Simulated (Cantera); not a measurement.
A closed system holds: 1 mol SiCl₄, 5.7 mol O₂, held at 1377 °C.

Method: chemical equilibrium by Gibbs-energy minimisation in Cantera with the NASA 1993 tables (ideal gas, pure condensed phases). Candidate condensed phases: Si, SiO₂; 15 gas species. The tables hold silica as quartz up to 1696 K and as liquid above; real silica turns to tridymite and cristobalite and melts near 1996 K. The numbers say what is thermodynamically allowed, not how fast it happens.

Question: At 84.0 mbar, list the 5 most abundant gas species with their mole fractions, and the condensed phases.

Answer: O₂ 0.629, Cl 0.205, Cl₂ 0.165, ClO 0.000974, O 7.09e-5. Condensed: SiO₂(β-quartz).
